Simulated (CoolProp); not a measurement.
Vapour-liquid equilibrium of R134a (1) + R227EA (2) at -9.75 °C; x and y are mole fractions of (1).

The numbers come from the multi-fluid Helmholtz-energy mixture model, Tillner-Roth 1994 and Lemmon 2016; pair parameters Bell 2016 in CoolProp.

```json
[
 {"x": "0.05", "bubble pressure (MPa)": "0.1385", "y at the bubble point": "0.081", "dew pressure at overall composition x (MPa)": "0.1366", "liquid density (mol/L)": "9.091"},
 {"x": "0.2", "bubble pressure (MPa)": "…", "y at the bubble point": "0.288", "dew pressure at overall composition x (MPa)": "0.1461", "liquid density (mol/L)": "9.552"},
 {"x": "0.35", "bubble pressure (MPa)": "0.1644", "y at the bubble point": "0.455", "dew pressure at overall composition x (MPa)": "0.1566", "liquid density (mol/L)": "10.06"},
 {"x": "0.5", "bubble pressure (MPa)": "0.1752", "y at the bubble point": "0.597", "dew pressure at overall composition x (MPa)": "0.1678", "liquid density (mol/L)": "10.62"},
 {"x": "0.65", "bubble pressure (MPa)": "0.1848", "y at the bubble point": "0.724", "dew pressure at overall composition x (MPa)": "0.1792", "liquid density (mol/L)": "11.24"},
 {"x": "0.8", "bubble pressure (MPa)": "…", "y at the bubble point": "0.842", "dew pressure at overall composition x (MPa)": "0.1903", "liquid density (mol/L)": "11.94"},
 {"x": "0.95", "bubble pressure (MPa)": "…", "y at the bubble point": "…", "dew pressure at overall composition x (MPa)": "…", "liquid density (mol/L)": "12.72"}
]
```

**Question.** Complete the blanks.

**Answer.** 
- 0.2, bubble pressure (MPa): 0.1522
- 0.8, bubble pressure (MPa): 0.1932
- 0.95, bubble pressure (MPa): 0.2004
- 0.95, y at the bubble point: 0.960
- 0.95, dew pressure at overall composition x (MPa): 0.1999

No azeotrope shows between x = 0.05 and 0.95.

Pair parameters are fitted to limited data, so mixtures are less certain than the pure fluids.
